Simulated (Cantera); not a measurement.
Silicon epitaxy and polysilicon growth: Si₂Cl₆ + HCl + N₂

Charge: 1 mol Si₂Cl₆, 2.1 mol HCl, a varied amount of N₂, at 1023 K and 1.33 mbar.

These are equilibrium values from Cantera (NASA tables, ideal gas, pure condensed phases), not measurements of a reactor. Candidate condensed phases: NH₄Cl, Si, Si₃N₄; 28 gas species. The feed counts by its element totals alone. N₂ is the only nitrogen source here; it is nearly inert below about 1500 K, so the nitride shown seldom forms there in practice. The tables' values for SiCl₃ are old estimates; treat these amounts as uncertain. The numbers say what is thermodynamically allowed, not how fast it happens.

From 8.3 mol N₂ to 160 mol N₂ the condensed part is Si₃N₄(s). The main Si-bearing gas is SiCl₄ throughout. The share of Si in condensed phases is highest at 160 mol N₂ (23.7 %) and lowest at 8.3 mol N₂ (21.1 %).

```tsv
n(N₂) (mol)	log p N₂	log p HCl	log p SiCl₄	log p H₂	n Si₃N₄(s)
8.3	-3.03	-3.68	-3.74	-4.76	0.141
13	-2.98	-3.82	-3.89	-4.98	0.145
19	-2.95	-3.95	-4.03	-5.18	0.147
30	-2.92	-4.11	-4.21	-5.43	0.150
45	-2.91	-4.27	-4.37	-5.66	0.153
70	-2.90	-4.45	-4.56	-5.93	0.155
110	-2.89	-4.63	-4.75	-6.20	0.157
160	-2.88	-4.78	-4.91	-6.43	0.158
```
log p: log10 of the partial pressure in bar; n: condensed amount in mol.
